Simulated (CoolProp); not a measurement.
Values from CoolProp's reference Helmholtz-energy equation of state, McLinden 2015.

Problem. Give the vapour pressure (MPa), liquid density (kg/m³), vapour density (kg/m³), enthalpy of vaporisation (kJ/kg) of saturated the fluoroketone C6F12O (FK-5-1-12) at -20.85, 6.95, 34.75 °C.

Solution. 
```json
[
 {"T (°C)": "-20.85", "p (MPa)": "0.00371", "liquid density (kg/m³)": "1730", "vapour density (kg/m³)": "0.562", "enthalpy of vaporisation (kJ/kg)": "107"},
 {"T (°C)": "6.95", "p (MPa)": "0.0178", "liquid density (kg/m³)": "1660", "vapour density (kg/m³)": "2.45", "enthalpy of vaporisation (kJ/kg)": "99.7"},
 {"T (°C)": "34.75", "p (MPa)": "0.0599", "liquid density (kg/m³)": "1570", "vapour density (kg/m³)": "7.74", "enthalpy of vaporisation (kJ/kg)": "92.1"}
]
```
